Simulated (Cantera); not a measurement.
A diamond (100) surface in a fixed gas of H2 with x(CH4) = 0.0024, x(H) = 0.011, at 1050 K, 0.0230 bar; coverages are run to steady state.

Detailed kinetics in Cantera: the Harris–Goodwin 1993 mechanism for the reconstructed diamond (100) surface.

One state of this run: growth (µm/h) = 0.257; θ c6HH = 0.552; θ c6H* = 0.0230; θ c6*H = 0.410; θ c6** = 0.0136; θ c6HM = 0.000686. θ: site fractions in the mechanism's names (c6HH fully hydrogenated, c6H* and c6*H radical sites, c6** diradical, c6HM methylated).

Task: Which value of x(CH3) does it belong to?
A) 0.00092
B) 0.0024
C) 4.9e-05
D) 1.9e-05

Result: D, 1.9e-05
